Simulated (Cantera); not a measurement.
A perfectly stirred reactor is fed with CO : H2 : O2 : N2 : H2O = 1 : 0.96 : 1.4 : 5.26 : 0.48 (molar parts), at 9000 Torr; it is adiabatic with a 750 K inlet, and is followed from long to short residence time, starting on the burning branch (τ in s: 0.024, 0.011, 0.0047, 0.0021, 0.00092, 0.00041, 0.00018, 7.9e-05, 3.5e-05, 1.5e-05).

Computed with Cantera and GRI-Mech 3.0 (53 species, 325 reactions). The hydrogen kinetics of GRI-Mech 3.0 are dated; newer H2 mechanisms differ, most at raised pressure. The pressure lies above the range GRI-Mech 3.0 was tuned for (to about 10 atm).

One state of this run: T (K) = 2307; x CO = 0.00376; x H2 = 0.000824; x O2 = 0.0523; x H2O = 0.174; x H2O2 = 6.99e-7. x: mole fraction; the columns are a selection and need not sum to one.

**Question.** Which value of τ (s) does it belong to?
(A) 3.5e-5
(B) 0.00041
(C) 0.00092
(D) 0.011

**Answer.** C, 0.00092
